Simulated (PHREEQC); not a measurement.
Dissolve 0.018 mol FeCl3, 0.093 mol Na2SeO4 and 0.0088 mol NaH2PO4 per kg of water at 25 °C. Closed to the air; pH follows from the charge balance.

The numbers come from PHREEQC with the ion-association model, wateq4f.dat.

| quantity | before | after |
|---|---|---|
| pH | 2.63 | 3.88 |
| ionic strength (mol/kgw) | 0.354 | 0.298 |
| FeOH+2 (mol/kgw) | 0.00236 | 0.000157 |
| Fe+3 (mol/kgw) | 0.00204 | 7.65e-6 |
| Fe2(OH)2+4 (mol/kgw) | 0.00133 | 6.30e-6 |
| SI of Halite (NaCl) | -3.89 | -4.57 |
| SI of Goethite (FeOOH) | +5.21 | +6.55 |

Task: Name the change that produced these shifts.
A. FeCl3 from 0.018 to 0.0036 mol/kgw
B. 0.0021 mol/kgw HBr added
C. NaH2PO4 from 0.0088 to 0.00176 mol/kgw
D. NaH2PO4 left out
E. NaH2PO4 from 0.0088 to 0.00968 mol/kgw

Result: A, FeCl3 from 0.018 to 0.0036 mol/kgw

Precipitation was switched off in this run. Some of these states are supersaturated (in Strengite, Hematite (slow to form), Fe(OH)3(a), for instance). H3PO4, which wateq4f.dat lacks, is added to it with the constant of phreeqc.dat.
